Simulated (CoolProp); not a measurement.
The numbers come from the reference Helmholtz-energy equation of state, Lemmon 2006 in CoolProp. It is a short technical equation, of lower accuracy than the large ones.

Question: Give the vapour pressure (MPa), liquid viscosity (µPa s), liquid conductivity (mW/(m K)) of saturated C3F8 (R218) at 240.6, 256.2, 267.9 K.

Answer: 
```
T (K)  p (MPa)  liquid viscosity (µPa s)  liquid conductivity (mW/(m K))
-----  -------  ------------------------  ------------------------------
240.6    0.122                       406                            60.9
256.2    0.229                       317                            56.6
267.9    0.348                       265                            53.4
```

Viscosity comes from a separate model (Huber 2003), an estimate that may be off by 10 % or more. Thermal conductivity comes from a separate model (Huber 2003), an estimate that may be off by 10 % or more.
